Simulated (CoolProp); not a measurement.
Vapour-liquid equilibrium of ethanol (1) + isohexane (2) at 1.33 MPa; x and y are mole fractions of (1).

Values from CoolProp's multi-fluid Helmholtz-energy mixture model, Schroeder 2014 and Lemmon 2006; pair parameters Bell 2016.

```
x     bubble temperature, mixture model (K)  bubble temperature, Raoult's law (K)  y, mixture model  y, Raoult's law
----  -------------------------------------  ------------------------------------  ----------------  ---------------
0.05                                  438.0                                 444.1             0.119            0.061
0.15                                  429.7                                 442.8             0.280            0.178
0.25                                  425.5                                 441.7             0.377            0.289
0.35                                  423.4                                 440.6             0.442            0.395
0.45                                  422.5                                 439.7             0.491            0.496
0.55                                  422.4                                 438.8             0.535            0.594
0.65                                  422.9                                 438.0             0.582            0.689
0.75                                  424.2                                 437.2             0.643            0.781
0.85                                  426.9                                 436.5             0.736            0.870
0.95                                  431.9                                 435.8             0.888            0.957
```

The largest gap from Raoult's law is -17.2 K in bubble temperature, at x = 0.35. y crosses x between x = 0.45 and 0.55: the model has an azeotrope there.

The pair parameters rest on a limited set of measurements; away from them the model extrapolates.
